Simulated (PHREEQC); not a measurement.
## Polishing slurry liquid: an equilibrium model

Solution (25 °C): 0.0013 mol K2CO3, 0.0048 mol Fe(NO3)3 and 0.01 mol KH2PO4 per kg of water. Closed to the air; pH follows from the charge balance.

Equilibrium calculation in PHREEQC: ion-association model, wateq4f.dat.

```
Property                  Result
----------------  --------------
pH                          4.30
ionic strength    0.0248 mol/kgw
total alkalinity    -7.00 meq/kg
```

```tsv
species	molality	activity	log γ
NO3-	0.0144	0.0123	-0.070
K+	0.0126	0.0108	-0.068
H2PO4-	0.00663	0.00574	-0.063
FeH2PO4+2	0.00331	0.00186	-0.251
CO2	0.00129	0.00129	0.002
Fe(OH)2+	0.00117	0.00102	-0.063
FeOH+2	0.000278	0.000154	-0.255
H+	5.70e-5	5.02e-5	-0.055
H3PO4	4.22e-5	4.25e-5	0.002
HCO3-	1.32e-5	1.15e-5	-0.063
```

This is a speciation only: nothing precipitates in the calculation. Examples of supersaturated solids here: Strengite, Fe(OH)3(a). Others may be too. H3PO4, which wateq4f.dat lacks, is added to it with the constant of phreeqc.dat.
